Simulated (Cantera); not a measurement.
Ignition delay

Mixture: 15.5 % CH4, 16.3 % O2, 61.3 % N2, 6.97 % H2O, at 160000 Pa, adiabatic and at constant pressure. Ignition delay is the time to a rise of 400 K.

Model: GRI-Mech 3.0 (53 species, 325 reactions), integrated in Cantera.

| T0 (K) | delay (ms) |
|---|---|
| 1025 | 666 |
| 1125 | 145 |
| 1225 | 36.5 |
| 1325 | 10.2 |
| 1425 | 3.10 |
| 1525 | 1.02 |
| 1625 | 0.373 |
| 1725 | 0.155 |

The apparent activation energy between 1525 and 1725 K is 210 kJ/mol.
